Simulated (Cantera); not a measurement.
Mixture: CH4 : C2H6 : O2 : N2 : CO2 = 1 : 0.25 : 2.05 : 7.72 : 0.023 (molar parts), equivalence ratio 1.4, at 10.0 bar, adiabatic and at constant volume. Ignition delay is the time to a rise of 400 K.

Model: GRI-Mech 3.0 (53 species, 325 reactions), integrated in Cantera.

Question: Predict: delay at 1125 K; delay at 1225 K; delay at 1325 K; delay at 1425 K; delay at 1525 K; delay at 1625 K; apparent activation energy between 1425 and 1625 K.

Answer: 
```
Quantity                                                Result
--------------------------------------------------  ----------
delay at 1125 K                                        2.03 ms
delay at 1225 K                                       0.449 ms
delay at 1325 K                                       0.134 ms
delay at 1425 K                                        51.2 µs
delay at 1525 K                                        23.1 µs
delay at 1625 K                                        11.4 µs
apparent activation energy between 1425 and 1625 K  140 kJ/mol
```
